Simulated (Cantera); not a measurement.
# MgCO3 + CO2 + H2 (calcination and drying)

Input: 1 mol MgCO3, a varied amount of CO2, 0.93 mol H2, held at 1827 °C and 1330 Pa.

Cantera equilibrium calculation (NASA polynomials, part measured and part estimated; ideal gas, pure solids and liquids). Candidate condensed phases: C, C6H6, C7H8, C8H18, H2O, Mg, MgCO3, MgO, Mg(OH)2; 116 gas species. Kinetics and transport are ignored.

```json
[
 {"n(CO2) (mol)": "0.65", "x CO2": "0.332", "x CO": "0.303", "x H2O": "0.298", "x H2": "0.0549", "x O2": "0.000774", "x H": "0.00632", "n MgO(s)": "0.998"},
 {"n(CO2) (mol)": "1.5", "x CO2": "0.474", "x CO": "0.249", "x H2O": "0.239", "x H2": "0.0254", "x O2": "0.00234", "x H": "0.00430", "n MgO(s)": "0.998"},
 {"n(CO2) (mol)": "2.4", "x CO2": "0.568", "x CO": "0.209", "x H2O": "0.194", "x H2": "0.0144", "x O2": "0.00475", "x H": "0.00324", "n MgO(s)": "0.998"},
 {"n(CO2) (mol)": "3.3", "x CO2": "0.628", "x CO": "0.183", "x H2O": "0.162", "x H2": "0.00956", "x O2": "0.00757", "x H": "0.00264", "n MgO(s)": "0.998"},
 {"n(CO2) (mol)": "4.1", "x CO2": "0.665", "x CO": "0.167", "x H2O": "0.141", "x H2": "0.00718", "x O2": "0.0102", "x H": "0.00229", "n MgO(s)": "0.998"},
 {"n(CO2) (mol)": "5", "x CO2": "0.695", "x CO": "0.155", "x H2O": "0.123", "x H2": "0.00553", "x O2": "0.0129", "x H": "0.00201", "n MgO(s)": "0.998"},
 {"n(CO2) (mol)": "5.9", "x CO2": "0.717", "x CO": "0.146", "x H2O": "0.108", "x H2": "0.00446", "x O2": "0.0155", "x H": "0.00180", "n MgO(s)": "0.998"},
 {"n(CO2) (mol)": "6.7", "x CO2": "0.732", "x CO": "0.140", "x H2O": "0.0981", "x H2": "0.00379", "x O2": "0.0176", "x H": "0.00166", "n MgO(s)": "0.998"},
 {"n(CO2) (mol)": "7.6", "x CO2": "0.745", "x CO": "0.135", "x H2O": "0.0886", "x H2": "0.00324", "x O2": "0.0197", "x H": "0.00154", "n MgO(s)": "0.998"}
]
```
x: gas mole fraction; n: condensed amount in mol.

From 0.65 mol CO2 to 7.6 mol CO2 the condensed part is MgO(s). The main Mg-bearing gas is Mg throughout.
